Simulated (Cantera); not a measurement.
Charge: 1 mol (CH3)2SiCl2, 140 mol H2, equilibrated at 23.0 mbar.

Equilibrium computed with Cantera from the NASA thermochemical tables; the gas is ideal and each condensed phase is pure. Candidate condensed phases: C, C6H6, C7H8, C8H18, Si, SiC; 109 gas species. The feed counts by its element totals alone. The tables' values for SiCl are old estimates; treat these amounts as uncertain. Gases not in the tables: Si2H6 and higher silanes. Rates play no part.

x: gas mole fraction; n: condensed amount in mol.

```json
[
 {"T (K)": "1375", "x H2": "0.986", "x H": "2.24e-5", "x HCl": "0.0139", "x C2H2 (acetylene)": "1.75e-6", "n C(graphite)": "0.984", "n SiC(s)": "1.000"},
 {"T (K)": "1475", "x H2": "0.986", "x H": "8.49e-5", "x HCl": "0.0139", "x C2H2 (acetylene)": "6.57e-6", "n C(graphite)": "0.989", "n SiC(s)": "0.999"},
 {"T (K)": "1575", "x H2": "0.986", "x H": "0.000272", "x HCl": "0.0139", "x C2H2 (acetylene)": "2.08e-5", "n C(graphite)": "0.989", "n SiC(s)": "0.999"},
 {"T (K)": "1675", "x H2": "0.985", "x H": "0.000760", "x HCl": "0.0139", "x C2H2 (acetylene)": "5.72e-5", "n C(graphite)": "0.981", "n SiC(s)": "0.999"},
 {"T (K)": "1775", "x H2": "0.984", "x H": "0.00189", "x HCl": "0.0138", "x C2H2 (acetylene)": "0.000140", "n C(graphite)": "0.959", "n SiC(s)": "0.998"},
 {"T (K)": "1875", "x H2": "0.982", "x H": "0.00428", "x HCl": "0.0138", "x C2H2 (acetylene)": "0.000311", "n C(graphite)": "0.913", "n SiC(s)": "0.995"},
 {"T (K)": "1975", "x H2": "0.977", "x H": "___", "x HCl": "0.0137", "x C2H2 (acetylene)": "___", "n C(graphite)": "___", "n SiC(s)": "0.983"},
 {"T (K)": "2075", "x H2": "0.967", "x H": "0.0173", "x HCl": "0.0135", "x C2H2 (acetylene)": "0.00120", "n C(graphite)": "0.706", "n SiC(s)": "0.936"},
 {"T (K)": "2175", "x H2": "0.951", "x H": "0.0314", "x HCl": "0.0132", "x C2H2 (acetylene)": "0.00212", "n C(graphite)": "0.578", "n SiC(s)": "0.755"},
 {"T (K)": "2275", "x H2": "0.924", "x H": "0.0538", "x HCl": "0.0127", "x C2H2 (acetylene)": "0.00352", "n C(graphite)": "0.622", "n SiC(s)": "0.111"},
 {"T (K)": "2375", "x H2": "0.887", "x H": "___", "x HCl": "0.0122", "x C2H2 (acetylene)": "0.00551", "n C(graphite)": "___", "n SiC(s)": "0"},
 {"T (K)": "2475", "x H2": "0.839", "x H": "0.136", "x HCl": "0.0115", "x C2H2 (acetylene)": "0.00544", "n C(graphite)": "0", "n SiC(s)": "0"}
]
```

Problem. Complete the blanks.

Solution. 
- 2375, x H: 0.0876
- 2375, n C(graphite): 0.0109
- 1975, x H: 0.00892
- 1975, x C2H2 (acetylene): 0.000634
- 1975, n C(graphite): 0.831
